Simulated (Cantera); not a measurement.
**Thermodynamics of aluminium nitride and oxide growth, feed AlCl3 + HCl + N2**

Charge: 1 mol AlCl3, 6.7 mol HCl, a varied amount of N2, held at 1723.15 K and 0.570 Torr.

Cantera equilibrium calculation (NASA polynomials, part measured and part estimated; ideal gas, pure solids and liquids). Candidate condensed phases: Al, AlCl3, AlN, NH4Cl; 20 gas species. The tables' values for AlCl2 are old estimates; treat these amounts as uncertain. Kinetics and transport are ignored.

```
n(N2) (mol)  log p N2  log p HCl  log p AlCl3  log p Cl  log p AlCl2
-----------  --------  ---------  -----------  --------  -----------
6.9             -3.45      -3.48        -4.36     -4.69        -5.28
11              -3.36      -3.59        -4.48     -4.75        -5.34
18              -3.28      -3.72        -4.64     -4.82        -5.42
28              -3.23      -3.87        -4.81     -4.90        -5.51
45              -3.19      -4.04        -5.01     -4.99        -5.63
73              -3.17      -4.22        -5.25     -5.09        -5.76
120             -3.15      -4.42        -5.53     -5.20        -5.93
190             -3.14      -4.61        -5.81     -5.31        -6.11
300             -3.13      -4.80        -6.13     -5.43        -6.31
480             -3.13      -5.01        -6.50     -5.56        -6.55
```
log p: log10 of the partial pressure in bar; nothing condenses.

From 6.9 mol N2 to 480 mol N2 nothing is condensed. The main Al-bearing gas is AlCl3 at 6.9 mol N2 and AlCl at 480 mol N2.
